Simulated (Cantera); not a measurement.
A closed system holds: 1 mol C2F6, 0.012 mol F2, 0.089 mol H2, at 2875 °C and 7.60e-5 bar.

Equilibrium computed with Cantera from the NASA thermochemical tables; the gas is ideal and each condensed phase is pure. Candidate condensed phases: C, C6H6, C7H8, C8H18; 95 gas species. The feed counts by its element totals alone. Rates play no part.

Base state: F 0.752, C 0.196, H 0.0201, C2 0.0114, CF 0.00897, C3 0.00841, HF 0.00243 (mole fractions); condensed: gas only.

Task: What changes in the equilibrium state with this change: temperature from 2875 °C to 2952 °C?

Result: 
| species | before | after |
|---|---|---|
| F | 0.752 | 0.743 |
| C | 0.196 | 0.217 |
| H | 0.0201 | 0.0207 |
| C3 | 0.00841 | 0.00335 |
| C2 | 0.0114 | 0.00800 |
| HF | 0.00243 | 0.00143 |
| CF | 0.00897 | 0.00590 |

Task: What changes in the equilibrium state with this change: C2F6 replaced by CH2F2?

Result: 
| species | before | after |
|---|---|---|
| H | 0.0201 | 0.413 |
| F | 0.752 | 0.379 |
| C | 0.196 | 0.166 |
| HF | 0.00243 | 0.0251 |
| C2 | 0.0114 | 0.00815 |
| H2 | 5.19e-7 | 0.000219 |
| C2H | 2.35e-6 | 3.44e-5 |
| CF | 0.00897 | 0.00382 |
| C3 | 0.00841 | 0.00507 |

Task: What changes in the equilibrium state with this change: temperature from 2875 °C to 2450 °C?

Result: 
| species | before | after |
|---|---|---|
| F | 0.752 | 0.828 |
| C3 | 0.00841 | 0.0696 |
| CF | 0.00897 | 0.0386 |
| C | 0.196 | 0.0278 |
| HF | 0.00243 | 0.0216 |
| H | 0.0201 | 0.00469 |
| C2 | 0.0114 | 0.00877 |
| C5 | 1.40e-6 | 0.000294 |
| CF2 | 9.98e-6 | 0.00107 |
| C4 | 3.28e-6 | 7.54e-5 |
